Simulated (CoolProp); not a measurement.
Vapour-liquid equilibrium of carbon dioxide (1) + n-perfluorobutane (2) at 271.5 K; x and y are mole fractions of (1).

Values from CoolProp's multi-fluid Helmholtz-energy mixture model, Span 1996 and Gao 2022; pair parameters Bell 2016.

```csv
x,bubble pressure (kPa),y at the bubble point,dew pressure at overall composition x (kPa),liquid density (mol/L)
0.05,278.5,0.627,108.4,6.970
0.2,887.7,0.881,129.2,7.888
0.35,1436,0.926,159.4,9.008
0.5,1844,0.944,207.6,10.42
0.65,2185,0.956,296.8,12.28
0.8,2579,0.971,521.2,14.94
0.95,3121,0.992,2018,19.21
```

No azeotrope shows between x = 0.05 and 0.95.

The pair parameters rest on a limited set of measurements; away from them the model extrapolates. The gap from Raoult's law changes sign with composition, which may be real or a fault of the pair parameters; it wasn't checked against measurements.
